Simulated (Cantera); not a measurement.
Input: 1 mol Si₃N₄, 0.26 mol C, 6.6 mol N₂, held at 2900 K and 0.0450 bar.

Cantera equilibrium calculation (NASA polynomials, part measured and part estimated; ideal gas, pure solids and liquids). Candidate condensed phases: C, Si, SiC, Si₃N₄; 20 gas species. The tables' values for SiN are old estimates; treat these amounts as uncertain. Equilibrium is a limit: real reactors are often held back by kinetics, nucleation or transport.

Base state: N₂ 0.745, Si 0.235, SiC₂ 0.00758, Si₂C 0.00550, SiN 0.00259, Si₂ 0.00176, CN 0.00158, Si₂N 0.000306 (mole fractions); condensed: gas only.

Q: What changes in the equilibrium state with this change: C from 0.26 to 0.8 mol?

A: 
```
species   before     after
-------  -------  --------
N₂         0.745     0.746
Si         0.235     0.209
SiC₂     0.00758    0.0281
Si₂C     0.00550   0.00889
C₃       2.32e-5  0.000197
C₂N₂     2.13e-5   8.90e-5
C₂       1.07e-5   4.45e-5
CN       0.00158   0.00323
C        9.09e-5  0.000186
```

Q: What changes in the equilibrium state with this change: Si₃N₄ replaced by AlN?

A: 
```tsv
species	before	after
N₂	0.745	0.866
Al	0	0.123
CN	0.00158	0.00789
Si	0.235	0
SiC₂	0.00758	0
Si₂C	0.00550	0
SiN	0.00259	0
Si₂	0.00176	0
C(graphite), mol	0	0.122
```
Further candidate phases: Al, AlN.

Q: What changes in the equilibrium state with this change: Si₃N₄ replaced by Al₂O₃?

A: 
```csv
species,before,after
N₂,0.745,0.923
CO,0,0.0359
Al,0,0.0184
Si,0.235,0
SiC₂,0.00758,0
AlO,0,0.00758
Al₂O,0,0.00666
"Al₂O₃(l), mol",0,0.858
```
Further candidate phases: Al, AlN, Al₂O₃.
